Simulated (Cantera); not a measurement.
**Thermodynamics of thermal oxidation and active oxidation of silicon, feed Si + CO2 + N2**

Charge: 1 mol Si, 0.52 mol CO2, 12 mol N2, equilibrated at 1502 °C.

Cantera equilibrium calculation (NASA polynomials, part measured and part estimated; ideal gas, pure solids and liquids). Candidate condensed phases: C, Si, SiC, SiO2, Si2N2O, Si3N4; 34 gas species. Mutual solubility and eutectic melting of coexisting phases are not modelled. The tables' values for SiN are old estimates; treat these amounts as uncertain. The tables hold silica as quartz up to 1696 K and as liquid above; real silica turns to tridymite and cristobalite and melts near 1996 K. Rates play no part.

| P (Pa) | log p N2 | log p SiO | log p CO | log p Si | log p Si2C | log p SiN | n SiC(s) | n Si2N2O(s) | n SiO2(condensed) |
|---|---|---|---|---|---|---|---|---|---|
| 0.100 | -6.05 | -7.41 | -7.41 | -7.45 | -12.02 | -10.80 | 0 | 0 | 0 |
| 0.750 | -5.18 | -6.54 | -6.54 | -6.58 | -9.40 | -9.49 | 0 | 0 | 0 |
| 5.60 | -4.29 | -5.56 | -5.79 | -6.07 | -8.10 | -8.54 | 0.135 | 0 | 0 |
| 42 | -3.41 | -4.62 | -5.02 | -5.98 | -8.02 | -8.01 | 0.223 | 0 | 0 |
| 320 | -2.53 | -3.73 | -4.16 | -5.97 | -8.00 | -7.56 | 0.238 | 0 | 0 |
| 2400 | -1.64 | -3.49 | -3.03 | -6.42 | -8.45 | -7.56 | 0.0413 | 0.397 | 0 |
| 18000 | -0.77 | -3.22 | -2.11 | -7.56 | -11.23 | -8.27 | 0 | 0.480 | 0 |
| 130000 | 0.09 | -3.00 | -1.25 | -8.65 | <-11 | -8.92 | 0 | 0.490 | 0.0101 |
| 1000000 | 0.98 | -3.29 | -0.36 | -9.24 | <-11 | -9.07 | 0 | 0.493 | 0.0129 |
log p: log10 of the partial pressure in bar; n: condensed amount in mol.

From 0.100 Pa to 0.750 Pa nothing is condensed. From 5.60 Pa to 320 Pa the condensed part is SiC(s). At 2400 Pa the condensed part is SiC(s) + Si2N2O(s). At 18000 Pa the condensed part is Si2N2O(s). From 130000 Pa to 1000000 Pa the condensed part is SiO2(condensed) + Si2N2O(s). The main Si-bearing gas is SiO throughout.
